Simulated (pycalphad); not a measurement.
CALPHAD calculation (pycalphad, COST 507 light-alloy database (1999)), 1 atm. These are 1990s assessments: newer ones move some temperatures and phases.

Problem. Which phases does Ta-79 at.% Ti hold at 2150 K, with what compositions and amounts?

Solution. BCC_A2 with 71.9 at.% Ti and LIQUID with 82.1 at.% Ti. The lever rule gives (79 − 71.9)/(82.1 − 71.9) = 0.69 of LIQUID and 0.31 of BCC_A2.

Problem. Which phases does Ta-43 at.% Ti hold at 700 K, with what compositions and amounts?

Solution. BCC_A2 with 18.9 at.% Ti and HCP_A3 with 98.0 at.% Ti. The lever rule gives (43 − 18.9)/(98.0 − 18.9) = 0.30 of HCP_A3 and 0.70 of BCC_A2.

Problem. Which phases does Ta-72 at.% Ti hold at 900 K, with what compositions and amounts?

Solution. BCC_A2 with 61.8 at.% Ti and HCP_A3 with 96.6 at.% Ti. The lever rule gives (72 − 61.8)/(96.6 − 61.8) = 0.29 of HCP_A3 and 0.71 of BCC_A2.

Problem. Which phases does Ta-45 at.% Ti hold at 2450 K, with what compositions and amounts?

Solution. BCC_A2 with 39.4 at.% Ti and LIQUID with 55.9 at.% Ti. The lever rule gives (45 − 39.4)/(55.9 − 39.4) = 0.34 of LIQUID and 0.66 of BCC_A2.

BCC_A2 is bcc; HCP_A3 is hcp.
